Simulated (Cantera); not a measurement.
Charge: 1 mol CaCO3, 1.9 mol O2, held at 1152 °C and 8.25 Torr.

These are equilibrium values from Cantera (NASA tables, ideal gas, pure condensed phases), not measurements of a reactor. Candidate condensed phases: C, Ca, CaCO3, CaO; 15 gas species. Rates play no part.

Base state: O2 0.655, CO2 0.345, O 1.07e-5 (mole fractions); condensed: CaO(s).

Task: What changes in the equilibrium state with this change: 0.093 mol H2 added?

Result: 
```csv
species,before,after
O2,0.655,0.629
CO2,0.345,0.339
H2O,0,0.0315
OH,0,8.97e-5
O,1.07e-5,1.05e-5
"CaO(s), mol",1.00,1.00
```
Further candidate phases: C6H6, C7H8, C8H18, Ca(OH)2, H2O.

Task: What changes in the equilibrium state with this change: 1.3 mol CH4 added?

Result: 
| species | before | after |
|---|---|---|
| H2O | 0 | 0.420 |
| CO2 | 0.345 | 0.294 |
| CO | 6.08e-6 | 0.175 |
| O2 | 0.655 | <1e-9 |
| H2 | 0 | 0.110 |
| H | 0 | 2.16e-5 |
| O | 1.07e-5 | <1e-9 |
| CaO(s), mol | 1.00 | 1.00 |
Further candidate phases: C6H6, C7H8, C8H18, Ca(OH)2, H2O.
